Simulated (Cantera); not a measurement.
Ignition delay

Mixture: 15.7 % CO, 1.49 % H₂, 14.8 % O₂, 55.8 % N₂, 12.1 % H₂O, at 1050 Torr, adiabatic and at constant pressure. Ignition delay is the time to a rise of 400 K.

Computed with Cantera and GRI-Mech 3.0 (53 species, 325 reactions). Where the delays flatten at high temperature, the 400 K rule measures the pace of heat release, not the induction time.

| T0 (K) | delay (ms) |
|---|---|
| 1175 | 0.192 |
| 1250 | 0.113 |
| 1325 | 0.0806 |
| 1400 | 0.0634 |
| 1475 | 0.0533 |
| 1550 | 0.0471 |
| 1625 | 0.0434 |
| 1700 | 0.0416 |
| 1775 | 0.0411 |
